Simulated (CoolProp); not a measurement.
A Linde-Hampson liquefier for ethane: isothermal reversible compression at 320 K from 1 atm to 20 MPa, throttling to 1 atm, return gas leaving the recuperator 0 K below the feed. Each further row changes one setting.

Values from CoolProp's reference Helmholtz-energy equation of state, Bücker 2006.

```json
[
 {"case": "as stated", "liquid yield per pass": "0.465", "compression work (kJ/kg of gas)": "366"},
 {"case": "high pressure 40 MPa", "liquid yield per pass": "0.461", "compression work (kJ/kg of gas)": "414"},
 {"case": "warm-end temperature 350 K", "liquid yield per pass": "0.381", "compression work (kJ/kg of gas)": "429"},
 {"case": "warm-end gap 5 K", "liquid yield per pass": "0.458", "compression work (kJ/kg of gas)": "366"}
]
```
